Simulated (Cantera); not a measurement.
Input: 1 mol PbO, 0.081 mol H₂, 0.45 mol N₂, equilibrated at 4.43 Torr.

Cantera equilibrium calculation (NASA polynomials, part measured and part estimated; ideal gas, pure solids and liquids). Candidate condensed phases: H₂O, Pb, PbO, PbO₂, Pb₃O₄; 27 gas species. The numbers say what is thermodynamically allowed, not how fast it happens.

x: gas mole fraction; n: condensed amount in mol.

| T (K) | x N₂ | x H₂O | x Pb | x PbO | n Pb(l) | n PbO(red) | n PbO(yellow) |
|---|---|---|---|---|---|---|---|
| 698 | 0.847 | 0.153 | 1.72e-7 | 2.44e-11 | 0.0810 | 0.919 | 0 |
| 748 | 0.847 | 0.153 | 1.48e-6 | 6.30e-10 | 0.0810 | 0.919 | 0 |
| 798 | 0.847 | 0.153 | ___ | ___ | 0.0810 | 0 | 0.919 |
| 848 | 0.847 | 0.153 | ___ | ___ | 0.0810 | 0 | 0.919 |
| 898 | 0.847 | 0.152 | 0.000220 | 1.16e-6 | 0.0809 | 0 | 0.919 |
| 948 | 0.847 | 0.152 | 0.000812 | 8.30e-6 | 0.0806 | 0 | 0.919 |
| 998 | 0.845 | 0.152 | 0.00263 | 4.83e-5 | 0.0796 | 0 | 0.919 |

Q: Complete the blanks.

A: 
- 798, x Pb: 9.71e-6
- 798, x PbO: 1.07e-8
- 848, x Pb: 5.07e-5
- 848, x PbO: 1.29e-7
